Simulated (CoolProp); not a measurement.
CH3F (R41) at several states: density (kg/m³) from the reference equation and from simpler models built on Tc = 44.1 °C, pc = 5.906 MPa, ω = 0.200; each cubic takes its own stable root.

Computed with CoolProp (reference Helmholtz-energy equation of state, Lemmon 2006). It is a short technical equation, of lower accuracy than the large ones.

```csv
T (°C),p (MPa),phase,reference
142.05,33.9,supercritical,475.9
126.75,1.15,gas,12.21
60.35,0.0939,gas,1.159
```

Task: How far does each simpler model (ideal gas, Peng-Robinson) lie from the reference over these 3 states: mean and median of the absolute difference, and the worst?

Result: 
- ideal gas: mean 11.3 %, median 3.6 %, worst -29.8 % at 142.05 °C and 33.9 MPa
- Peng-Robinson: mean 4.3 %, median 0.1 %, worst -12.8 % at 142.05 °C and 33.9 MPa
